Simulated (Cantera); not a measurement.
**Mg(OH)2 + H2 + CO2 (calcination and drying)**

Input: 1 mol Mg(OH)2, 0.5 mol H2, 0.82 mol CO2, held at 14.0 Pa.

Method: chemical equilibrium by Gibbs-energy minimisation in Cantera with the NASA 1993 tables (ideal gas, pure condensed phases). Candidate condensed phases: C, C6H6, C7H8, C8H18, H2O, Mg, MgCO3, MgO, Mg(OH)2; 116 gas species. Kinetics and transport are ignored.

| T (K) | x H2O | x CO2 | x CO | x H2 | x H | x Mg | x O2 | x OH | x O | n MgO(s) |
|---|---|---|---|---|---|---|---|---|---|---|
| 1800 | 0.551 | 0.222 | 0.129 | 0.0838 | 0.00876 | 0.000681 | 0.000895 | 0.00380 | 0.000308 | 0.998 |
| 1825 | 0.549 | 0.220 | 0.130 | 0.0828 | 0.0107 | 0.00105 | 0.00144 | 0.00496 | 0.000493 | 0.997 |
| 1850 | 0.546 | 0.217 | 0.131 | 0.0819 | 0.0130 | 0.00159 | 0.00228 | 0.00642 | 0.000778 | 0.996 |
| 1875 | 0.541 | 0.214 | 0.132 | 0.0811 | 0.0158 | 0.00241 | 0.00353 | 0.00820 | 0.00121 | 0.994 |
| 1900 | 0.535 | 0.211 | 0.134 | 0.0807 | 0.0191 | 0.00363 | 0.00532 | 0.0104 | 0.00184 | 0.991 |
| 1925 | 0.526 | 0.206 | 0.136 | 0.0805 | 0.0229 | 0.00545 | 0.00782 | 0.0129 | 0.00275 | 0.987 |
| 1950 | 0.515 | 0.200 | 0.138 | 0.0806 | 0.0275 | 0.00816 | 0.0112 | 0.0160 | 0.00403 | 0.980 |
| 1975 | 0.501 | 0.193 | 0.140 | 0.0808 | 0.0329 | 0.0122 | 0.0156 | 0.0194 | 0.00581 | 0.969 |
| 2000 | 0.483 | 0.184 | 0.142 | 0.0811 | 0.0391 | 0.0182 | 0.0211 | 0.0233 | 0.00821 | 0.953 |
| 2025 | 0.461 | 0.174 | 0.143 | 0.0810 | 0.0463 | 0.0271 | 0.0280 | 0.0276 | 0.0114 | 0.928 |
| 2050 | 0.435 | 0.162 | 0.143 | 0.0803 | 0.0543 | 0.0403 | 0.0364 | 0.0321 | 0.0157 | 0.890 |
| 2075 | 0.403 | 0.149 | 0.141 | 0.0783 | 0.0630 | 0.0593 | 0.0468 | 0.0370 | 0.0213 | 0.829 |
x: gas mole fraction; n: condensed amount in mol.

From 1800 K to 2075 K the condensed part is MgO(s). The main Mg-bearing gas is Mg throughout. The share of Mg in condensed phases is highest at 1800 K (99.8 %) and lowest at 2075 K (82.9 %).
